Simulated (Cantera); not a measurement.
A diamond (100) surface in a fixed gas of H2 with x(CH4) = 0.0036, x(CH3) = 0.00051, at 1225 K, 0.128 atm; coverages are run to steady state.

Computed with Cantera and the Harris–Goodwin 1993 mechanism for the reconstructed diamond (100) surface.

One state of this run: growth (µm/h) = 11.1; θ c6HH = 0.441; θ c6H* = 0.0389; θ c6*H = 0.474; θ c6** = 0.0227; θ c6HM = 0.0111. θ: site fractions in the mechanism's names (c6HH fully hydrogenated, c6H* and c6*H radical sites, c6** diradical, c6HM methylated).

Which value of x(H) does it belong to?
(A) 0.013
(B) 0.0056
(C) 0.063
(D) 0.0011

D, 0.0011
